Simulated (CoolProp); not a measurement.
Vapour-liquid equilibrium of carbon dioxide (1) + isopentane (2) at 9.45 °C; x and y are mole fractions of (1).

Model: multi-fluid Helmholtz-energy mixture model, Span 1996 and Lemmon 2006; pair parameters Kunz 2012, in CoolProp.

Task: Give the bubble pressure and the first vapour's composition at x = 0.5, 0.575, 0.95. Is there an azeotrope?

Result: x = 0.5: 2.345 MPa, y = 0.974; x = 0.575: 2.571 MPa, y = 0.976; x = 0.95: 4.101 MPa, y = 0.995. No azeotrope shows between x = 0.05 and 0.95.

Pair parameters are fitted to limited data, so mixtures are less certain than the pure fluids. The gap from Raoult's law changes sign with composition, which may be real or a fault of the pair parameters; it wasn't checked against measurements.
